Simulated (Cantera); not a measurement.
A closed system holds: 1 mol SiHCl3, 0.017 mol Cl2, 47 mol H2, equilibrated at 1723 K and 0.100 bar.

These are equilibrium values from Cantera (NASA tables, ideal gas, pure condensed phases), not measurements of a reactor. Candidate condensed phases: Si; 19 gas species. The tables' values for SiCl3, SiCl are old estimates; treat these amounts as uncertain. Gases not in the tables: Si2H6 and higher silanes. Kinetics and transport are ignored.

Base state: H2 0.945, HCl 0.0460, SiCl2 0.00775, H 0.000561, SiCl3 8.35e-5, Cl 2.12e-5, SiCl 2.05e-5, SiH2 1.61e-5 (mole fractions); condensed: Si(l).

Problem. What changes in the equilibrium state with this change: H2 from 47 to 4.9 mol?

Solution. 
```json
[
 {"species": "H2", "before": "0.945", "after": "0.702"},
 {"species": "HCl", "before": "0.0460", "after": "0.162"},
 {"species": "SiCl2", "before": "0.00775", "after": "0.129"},
 {"species": "SiCl4", "before": "1.69e-6", "after": "0.000467"},
 {"species": "SiCl3", "before": "8.35e-5", "after": "0.00567"},
 {"species": "Si(l), mol", "before": "0.612", "after": "0.0646"}
]
```
